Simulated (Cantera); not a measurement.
Cantera run:

```python
import numpy as np
import cantera as ct

gas_names = """
    AL ALC ALH ALN AL2 C CH CH2 CH3 CH4 CN C2 C2H C2H2,acetylene C2H2,vinylidene C2H3,vinyl CH3CN C2H4
    C2H5 C2H6 CCN CNC C2N2 C3 C3H3,propargyl C3H4,allene C3H4,propyne C3H4,cyclo- C3H5,allyl
    C3H6,propylene C3H6,cyclo- C3H7,n-propyl C3H7,i-propyl C3H8 C4 C4H2 C4H4,1,3-cyclo- C4H6,butadiene
    C4H6,2-butyne C4H6,cyclo- C4H8,1-butene C4H8,cis2-buten C4H8,tr2-butene C4H8,isobutene C4H8,cyclo-
    C4H9,n-butyl C4H9,i-butyl C4H9,s-butyl C4H9,t-butyl C4H10,isobutane C4H10,n-butane C4N2 C5
    C5H6,1,3cyclo- C5H8,cyclo- C5H10,1-pentene C5H10,cyclo- C5H11,pentyl C5H11,t-pentyl C5H12,n-pentane
    C5H12,i-pentane CH3C(CH3)2CH3 C6H2 C6H5,phenyl C6H6 C6H10,cyclo- C6H12,1-hexene C6H12,cyclo-
    C6H13,n-hexyl C7H7,benzyl C7H8 C7H14,1-heptene C7H15,n-heptyl C7H16,n-heptane C8H8,styrene
    C8H10,ethylbenz C8H16,1-octene C8H17,n-octyl C8H18,isooctane C8H18,n-octane C9H19,n-nonyl
    C10H8,naphthale C10H21,n-decyl C12H9,o-bipheny C12H10,bipheny H HCN HCCN HNC H2 N NH NH2 NH3 N2 N2H2
    N2H4
""".split()
cond_names = """
    AL(cr) AL(L) ALN(s) C(gr) C6H6(L) C7H8(L) C8H18(L),n-octa
""".split()


def load(file, names, dense=False):
    # The tables refer to 1 bar. Condensed volumes are neglected.
    table = {s.name: s for s in ct.Species.list_from_file(file)}
    out = []
    for n in names:
        d = dict(table[n].input_data)
        d["thermo"] = dict(d["thermo"], **{"reference-pressure": 1e5})
        if dense:
            d["equation-of-state"] = {"model": "constant-volume", "density": "1e6 g/cm^3"}
        out.append(ct.Species.from_dict(d))
    return out


gas = ct.Solution(thermo="ideal-gas", species=load("nasa_gas.yaml", gas_names))
cond = {s.name: ct.Solution(thermo="fixed-stoichiometry", species=[s], name=s.name)
        for s in load("nasa_condensed.yaml", cond_names, dense=True)}
atoms = {
    'Al(CH3)3': {'AL': 1, 'C': 3, 'H': 9},
    'NH3': {'N': 1, 'H': 3},
    'N2': {'N': 2},
}
top_T = {'ALN(s)': 2750, 'C(gr)': 4500}  # K; cautious upper limits of use, not melting points


def equilibrate(T, P, feed):
    n = {}
    for name, mol in feed.items():
        for a, k in atoms[name].items():
            n[a] = n.get(a, 0.0) + k * mol
    gas.TPX = T, P, n
    mass = sum(n.values()) * gas.mean_molecular_weight
    gas.equilibrate("TP")
    valid = [c for c in cond.values() if c.min_temp <= T <= top_T.get(c.name, c.max_temp)]
    mix = ct.Mixture([(gas, mass / gas.mean_molecular_weight)] + [(c, 0.0) for c in valid])
    mix.T, mix.P = T, P
    mix.equilibrate("TP", solver="vcs", rtol=1e-11, max_steps=5000)
    return mix


results = []
feed = {'Al(CH3)3': 1, 'NH3': 2.4, 'N2': 36}  # mol
T = 923.15  # K
P = 28  # Pa
mix = equilibrate(T, P, feed)
results.append((T, P, feed, dict(zip(mix.species_names, mix.species_moles))))
print(gas.report(threshold=1e-06))
for i in range(1, mix.n_phases):
    print(f"{mix.phase(i).name:16s} {mix.phase_moles(i):12.5e} mol")
```

Result:

```
       temperature   923.15 K
          pressure   28 Pa
           density   8.5047e-05 kg/m^3
  mean mol. weight   23.314 kg/kmol
   phase of matter   gas

                          1 kg             1 kmol
                     ---------------   ---------------
          enthalpy        8.0898e+05         1.886e+07  J
   internal energy        4.7975e+05        1.1185e+07  J
           entropy             12283        2.8636e+05  J/K
    Gibbs function        -1.053e+07       -2.4549e+08  J
 heat capacity c_p            1366.8             31865  J/K
 heat capacity c_v            1010.2             23551  J/K

                      mass frac. Y      mole frac. X     chem. pot. / RT
                     ---------------   ---------------   ---------------
               CH4        1.4624e-06        2.1252e-06           -55.816
                H2          0.015634            0.1808           -27.201
                N2           0.98436            0.8192            -33.04
     [  +94 minor]        6.2464e-07        5.5212e-07

AL(cr)            0.00000e+00 mol
ALN(s)            1.00000e+00 mol
C(gr)             2.99988e+00 mol
```

These are equilibrium values from Cantera (NASA tables, ideal gas, pure condensed phases), not measurements of a reactor. The feed counts by its element totals alone.
